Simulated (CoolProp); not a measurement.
Vapour pressure (MPa) of sulfur dioxide: the reference equation beside estimates from Tc = 430.6 K, pc = 7.887 MPa, ω = 0.256. Clausius-Clapeyron is anchored at 281.1 K with a constant enthalpy of vaporisation of 23.90 kJ/mol.

The numbers come from the reference Helmholtz-energy equation of state, Gao 2016 in CoolProp.

| T (K) | reference | Clausius-Clapeyron | Peng-Robinson |
|---|---|---|---|
| 272.1 | 0.1489 | 0.1519 | 0.1496 |
| 281.1 | 0.2130 | 0.2130 | 0.2132 |
| 290.2 | 0.2981 | ? | ? |
| 299.2 | 0.4061 | 0.3955 | 0.4047 |
| 308.3 | 0.5437 | 0.5252 | 0.5411 |
| 317.3 | 0.7123 | 0.6842 | ? |
| 326.4 | ? | 0.8809 | 0.9154 |
| 335.4 | 1.168 | 1.116 | 1.162 |
| 344.5 | 1.466 | 1.399 | 1.460 |
| 353.6 | 1.818 | 1.734 | 1.812 |
| 362.6 | 2.224 | 2.122 | ? |
| 371.7 | 2.698 | 2.577 | 2.697 |
| 380.7 | 3.238 | ? | ? |

**Question.** Some entries are withheld; supply them.

**Answer.** 
- 290.2, Clausius-Clapeyron: 0.2936
- 290.2, Peng-Robinson: 0.2976
- 317.3, Peng-Robinson: 0.7085
- 326.4, reference: 0.9204
- 362.6, Peng-Robinson: 2.219
- 380.7, Clausius-Clapeyron: 3.094
- 380.7, Peng-Robinson: 3.242

Absolute difference from the reference over all 13 rows, mean and median: Clausius-Clapeyron 3.5 and 4.3 %, Peng-Robinson 0.3 and 0.3 %.
